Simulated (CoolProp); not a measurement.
Vapour-liquid equilibrium of dimethyl ether (1) + R227EA (2) at 331.1 K; x and y are mole fractions of (1).

Computed with CoolProp (multi-fluid Helmholtz-energy mixture model, Wu 2011 and Lemmon 2016; pair parameters Bell 2016).

Q: Give the bubble pressure and the first vapour's composition at x = 0.5, 0.875, 0.95. Is there an azeotrope?

A: x = 0.5: 0.9921 MPa, y = 0.564; x = 0.875: 1.269 MPa, y = 0.929; x = 0.95: 1.336 MPa, y = 0.974. y crosses x between x = 0.275 and 0.35: the model has an azeotrope there.

Pair parameters are fitted to limited data, so mixtures are less certain than the pure fluids.
